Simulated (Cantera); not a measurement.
An adiabatic, constant-volume homogeneous reactor starts with H2 : O2 : N2 = 1 : 1.47 : 5.53 (molar parts), equivalence ratio 0.34, at 1223 K and 6600 Torr. Integrator tolerance rtol = 1e-08.

Cantera simulation using GRI-Mech 3.0 (53 species, 325 reactions); the numbers are that mechanism's predictions, not measurements. The hydrogen kinetics of GRI-Mech 3.0 are dated; newer H2 mechanisms differ, most at raised pressure.

### Question
What does this change do: initial temperature 1223 to 1025 K?

### Answer
```json
[
 {"quantity": "time of steepest temperature rise", "before": "18.4 µs", "after": "8.03 ms"},
 {"quantity": "temperature at 1.00 s", "before": "2280 K", "after": "2127 K"},
 {"quantity": "equilibrium temperature", "before": "2280 K", "after": "2127 K"},
 {"quantity": "x(H2) at 1.00 s", "before": "0.000178 (gas-phase equilibrium 0.000178)", "after": "6.50e-5 (gas-phase equilibrium 6.50e-5)"},
 {"quantity": "x(O2) at 1.00 s", "before": "0.123 (gas-phase equilibrium 0.123)", "after": "0.125 (gas-phase equilibrium 0.125)"},
 {"quantity": "x(H) at 1.00 s", "before": "2.98e-5 (gas-phase equilibrium 2.98e-5)", "after": "7.23e-6 (gas-phase equilibrium 7.23e-6)"},
 {"quantity": "x(H2O) at 1.00 s", "before": "0.131 (gas-phase equilibrium 0.131)", "after": "0.132 (gas-phase equilibrium 0.132)"},
 {"quantity": "x(NO) at 1.00 s", "before": "0.0111 (gas-phase equilibrium 0.0111)", "after": "0.00794 (gas-phase equilibrium 0.00794)"},
 {"quantity": "x(HO2) at 1.00 s", "before": "1.16e-5 (gas-phase equilibrium 1.16e-5)", "after": "7.27e-6 (gas-phase equilibrium 7.27e-6)"},
 {"quantity": "x(N2O) at 1.00 s", "before": "2.33e-6 (gas-phase equilibrium 2.33e-6)", "after": "1.77e-6 (gas-phase equilibrium 1.77e-6)"}
]
```
